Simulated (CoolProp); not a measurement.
A simple Rankine cycle with 1,2-dichloroethane: condensing at 292.15 K, boiler at 1.26 MPa, turbine inlet 467.1 K, turbine efficiency 0.8, pump efficiency 0.6, no recuperator. Each further row changes one setting.

Values from CoolProp's reference Helmholtz-energy equation of state, Thol 2015.

```
case                             thermal efficiency (%)  net work (kJ/kg)  heat in (kJ/kg)  turbine exit temperature (K)  volume ratio over the turbine
-------------------------------  ----------------------  ----------------  ---------------  ----------------------------  -----------------------------
as stated                                          23.6               116              492                         313.7                            131
turbine inlet 487.1 K                              24.0               123              515                         332.3                            129
condensing temperature 284.15 K                    24.7               124              502                         304.5                            193
boiler pressure 0.882 MPa                          22.6               113              500                         327.4                           89.2
turbine efficiency 0.7                             20.6               102              492                         331.0                            138
```
